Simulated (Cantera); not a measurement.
A freely propagating, adiabatic, planar premixed flame of 2.60 % C3H8, 18.9 % O2, 70.7 % N2, 7.80 % CO2, unburnt at 350 K and 0.600 bar; mixture-averaged transport, grid criteria slope 0.08 and curve 0.16, no radiation.

Detailed kinetics in Cantera: GRI-Mech 3.0 (53 species, 325 reactions). GRI-Mech 3.0 was tuned for natural gas; its chemistry of propane as a main component is partial and can be far from experiment. Burning velocities carry a grid error of a few per cent, more on coarse grids.

Problem. Predict: laminar burning velocity; thermal thickness; peak x(O); peak x(C2H4).

Solution. 
```json
{
 "laminar_burning_velocity": "26.4 cm/s",
 "thermal_thickness": "0.921 mm",
 "peak x(O)": "0.00278",
 "peak x(C2H4)": "0.00525"
}
```
